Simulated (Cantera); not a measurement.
A closed system holds: 1 mol CO₂, 7.4 mol H₂, 0.71 mol O₂, at 2998.15 K and 2.90 mbar.

Equilibrium computed with Cantera from the NASA thermochemical tables; the gas is ideal and each condensed phase is pure. Equilibrium is a limit: real reactors are often held back by kinetics, nucleation or transport.

```json
[
 {"species": "H₂", "before": "0.0636", "after": "0.591"},
 {"species": "H₂O", "before": "0.00432", "after": "0.274"},
 {"species": "CO", "before": "0.0594", "after": "0.107"},
 {"species": "H", "before": "0.735", "after": "0.0164"},
 {"species": "O", "before": "0.117", "after": "1.41e-5"},
 {"species": "OH", "before": "0.0166", "after": "0.000688"},
 {"species": "CO₂", "before": "0.000545", "after": "0.0112"},
 {"species": "O₂", "before": "0.00316", "after": "2.83e-6"}
]
```
Gas species are given as mole fractions.

Task: Which change was made?
A) pressure from 2.90 mbar to 18.0 mbar
B) pressure from 2.90 mbar to 47.0 Pa
C) temperature from 2998.15 K to 973 K
D) temperature from 2998.15 K to 1950 K

Result: D, temperature from 2998.15 K to 1950 K
